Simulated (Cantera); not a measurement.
A perfectly stirred reactor is fed with CH4 : O2 : N2 = 1 : 2.3 : 8.64 (molar parts), at 100000 Pa; it is adiabatic with a 673 K inlet, and is followed from long to short residence time, starting on the burning branch (τ in s: 0.16, 0.059, 0.021, 0.0077, 0.0028, 0.001, 0.00036, 0.00013, 4.7e-05, 1.7e-05, 6.1e-06).

Model: GRI-Mech 3.0 (53 species, 325 reactions), integrated in Cantera.

Problem. What does this change do: pressure from 100000 Pa to 500000 Pa?

Solution. 
| quantity | before | after |
|---|---|---|
| blow-out, bracketed by the residence times tried | burning at 47.0 µs, out at 17.0 µs | burning at 17.0 µs, out at 6.10 µs |
| x(CH4) at τ = 0.160 s | 1.13e-6 | 3.57e-7 |
| x(O2) at τ = 0.160 s | 0.0257 | 0.0239 |
| x(CO) at τ = 0.160 s | 0.00643 | 0.00364 |
| x(C2H6) at τ = 0.160 s | <1e-12 | <1e-12 |
| x(CH3) at τ = 0.160 s | 5.61e-7 | 1.82e-7 |
| x(CH4) at τ = 1.00 ms | 7.62e-5 | 3.79e-5 |
| x(O2) at τ = 1.00 ms | 0.0341 | 0.0279 |
| x(CO) at τ = 1.00 ms | 0.0180 | 0.00714 |
| x(C2H6) at τ = 1.00 ms | 4.07e-10 | 4.45e-10 |
| x(CH3) at τ = 1.00 ms | 2.89e-5 | 1.83e-5 |

Problem. What does this change do: O2 2.3 to 1.5 parts?

Solution. 
| quantity | before | after |
|---|---|---|
| blow-out, bracketed by the residence times tried | burning at 47.0 µs, out at 17.0 µs | burning at 1.00 ms, out at 0.360 ms |
| x(CH4) at τ = 0.160 s | 1.13e-6 | 0.000170 |
| x(O2) at τ = 0.160 s | 0.0257 | 0.000117 |
| x(CO) at τ = 0.160 s | 0.00643 | 0.0474 |
| x(C2H6) at τ = 0.160 s | <1e-12 | 3.08e-8 |
| x(CH3) at τ = 0.160 s | 5.61e-7 | 4.38e-5 |
| x(CH4) at τ = 1.00 ms | 7.62e-5 | 0.00117 |
| x(O2) at τ = 1.00 ms | 0.0341 | 0.00423 |
| x(CO) at τ = 1.00 ms | 0.0180 | 0.0496 |
| x(C2H6) at τ = 1.00 ms | 4.07e-10 | 3.29e-6 |
| x(CH3) at τ = 1.00 ms | 2.89e-5 | 0.000591 |
